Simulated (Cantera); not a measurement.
An isothermal, constant-pressure homogeneous reactor starts with 6.10 % H₂, 93.9 % O₂, at 1050 K and 0.0267 bar.

Cantera simulation using the H2/O2 subset of GRI-Mech 3.0, which has no nitrogen chemistry; the numbers are that mechanism's predictions, not measurements. Radical loss at walls, strong at low pressure, is not modelled. The temperature is held fixed by assumption; the heat of reaction is taken as removed at once.

x: mole fraction; the columns are a selection and need not sum to one.

| t (s) | x H₂ | x O₂ | x O | x OH | x H₂O₂ | x H₂O |
|---|---|---|---|---|---|---|
| 4.00e-5 | 0.0610 | 0.939 | 5.15e-11 | 4.15e-11 | <1e-12 | 1.75e-11 |
| 0.000109 | 0.0610 | 0.939 | 3.25e-10 | 2.08e-10 | <1e-12 | 2.47e-10 |
| 0.000299 | 0.0610 | 0.939 | 3.14e-9 | (withheld) | <1e-12 | 4.28e-9 |
| 0.000818 | 0.0610 | 0.939 | 2.94e-7 | (withheld) | 5.13e-12 | 4.96e-7 |
| 0.00224 | 0.0320 | 0.921 | 0.0107 | (withheld) | 6.76e-7 | 0.0222 |
| 0.00612 | 0.000855 | 0.922 | 0.0131 | (withheld) | 2.67e-7 | 0.0585 |
| 0.0167 | 0.000167 | 0.934 | 0.00277 | (withheld) | 2.34e-7 | 0.0621 |
| 0.0458 | 2.30e-5 | 0.937 | 0.000397 | (withheld) | 1.63e-7 | 0.0628 |
| 0.125 | 3.08e-6 | 0.937 | 5.80e-5 | (withheld) | 8.29e-8 | 0.0629 |
| 0.342 | 4.92e-7 | 0.937 | 1.05e-5 | (withheld) | 3.45e-8 | 0.0629 |
| 0.936 | 1.01e-7 | 0.937 | 2.39e-6 | (withheld) | 1.33e-8 | 0.0629 |
| 2.56 | 2.56e-8 | 0.937 | 6.52e-7 | (withheld) | 5.02e-9 | 0.0629 |
| 7.00 | 7.49e-9 | 0.937 | 1.99e-7 | (withheld) | 1.87e-9 | 0.0630 |

Q: Some entries are withheld; supply them.

A: 
- 0.000299, x OH: 1.66e-9
- 0.000818, x OH: 1.50e-7
- 0.00224, x OH: 0.00381
- 0.00612, x OH: 0.00173
- 0.0167, x OH: 0.000709
- 0.0458, x OH: 0.000261
- 0.125, x OH: 0.000100
- 0.342, x OH: 4.29e-5
- 0.936, x OH: 2.05e-5
- 2.56, x OH: 1.07e-5
- 7.00, x OH: 5.92e-6
